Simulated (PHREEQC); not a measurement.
A solution holds 10 mmol/kgw H2SO4, 2.5 mmol/kgw CuSO4 and 0.31 mmol/kgw Na2SO4, at 20 °C. Closed to the air; pH follows from the charge balance.

Model: ion-association model, phreeqc.dat, run in PHREEQC.

Precipitation was switched off in this run.

Task: Order these S species by the share of S that they hold, largest first: SO4-2, HSO4-, CuSO4.

Result: SO4-2 (55 %), HSO4- (40 %), CuSO4 (5.7 %)

The pH is 1.88 and the ionic strength 0.0278 mol/kgw. Complexes and solids missing from the database can't appear.
